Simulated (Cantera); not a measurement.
## Abatement and gas-phase synthesis: N₂O + SO₂ + H₂ + O₂

Input: 1 mol N₂O, 0.069 mol SO₂, 5.2 mol H₂, a varied amount of O₂, equilibrated at 1700 K and 6.60 bar.

Method: chemical equilibrium by Gibbs-energy minimisation in Cantera with the NASA 1993 tables (ideal gas, pure condensed phases). Candidate condensed phases: H₂O, H₂SO₄, S; 35 gas species. Rates play no part.

| n(O₂) (mol) | x H₂O | x H₂ | x N₂ | x O₂ | x SO₂ | x H₂S |
|---|---|---|---|---|---|---|
| 0.45 | 0.329 | 0.499 | 0.161 | 2.65e-11 | 7.47e-6 | 0.0109 |
| 0.52 | 0.351 | 0.476 | 0.161 | 3.33e-11 | 9.79e-6 | 0.0109 |
| 0.6 | 0.377 | 0.451 | 0.161 | 4.28e-11 | 1.33e-5 | 0.0109 |
| 0.69 | 0.406 | 0.422 | 0.161 | 5.67e-11 | 1.88e-5 | 0.0109 |
| 0.79 | 0.438 | 0.389 | 0.161 | 7.75e-11 | 2.77e-5 | 0.0108 |
| 0.91 | 0.477 | 0.351 | 0.161 | 1.13e-10 | 4.47e-5 | 0.0108 |
| 1.1 | 0.538 | 0.290 | 0.161 | 2.11e-10 | 9.99e-5 | 0.0107 |
| 1.2 | 0.570 | 0.258 | 0.161 | 3.00e-10 | 0.000158 | 0.0106 |
| 1.4 | 0.634 | 0.194 | 0.161 | 6.52e-10 | 0.000436 | 0.0101 |
| 1.6 | 0.695 | 0.133 | 0.161 | 1.68e-9 | 0.00143 | 0.00882 |
| 1.9 | 0.774 | 0.0548 | 0.160 | 1.22e-8 | 0.00774 | 0.00271 |
| 2.1 | 0.829 | 0.000474 | 0.159 | 0.000187 | 0.0110 | 2.17e-9 |
| 2.5 | 0.779 | 2.50e-5 | 0.150 | 0.0595 | 0.0102 | <1e-12 |
x: gas mole fraction; nothing condenses.

From 0.45 mol O₂ to 2.5 mol O₂ nothing is condensed.
